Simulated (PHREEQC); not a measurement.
## Acid mine or pickling water: speciation

Synthetic water in mg/kgw, 50 °C, pH 3.78, pe 12:

```json
[
 {"constituent": "Na", "mg/kgw": "187"},
 {"constituent": "K", "mg/kgw": "323"},
 {"constituent": "Ca", "mg/kgw": "467"},
 {"constituent": "Mg", "mg/kgw": "34.6"},
 {"constituent": "Cl", "mg/kgw": "578"},
 {"constituent": "S(6) as SO4", "mg/kgw": "1270"},
 {"constituent": "Li", "mg/kgw": "0.161"},
 {"constituent": "Br", "mg/kgw": "9.16"}
]
```

Cl is adjusted to close the charge balance.
Valence states are taken as typed.

Model: ion-association model, phreeqc.dat, run in PHREEQC.

No solid was allowed to form.

Problem. Estimate the ionic strength, specific conductance.

Solution. ionic strength 0.0530 mol/kgw; specific conductance 6320 µS/cm.

Problem. In which forms is S present?

Solution. SO4-2 67 %, CaSO4 24 %, MgSO4 4.6 %, KSO4- 2.4 %, NaSO4- 1.3 %, HSO4- 1.1 % of the S.

Constants without temperature data keep their 25 °C values here.
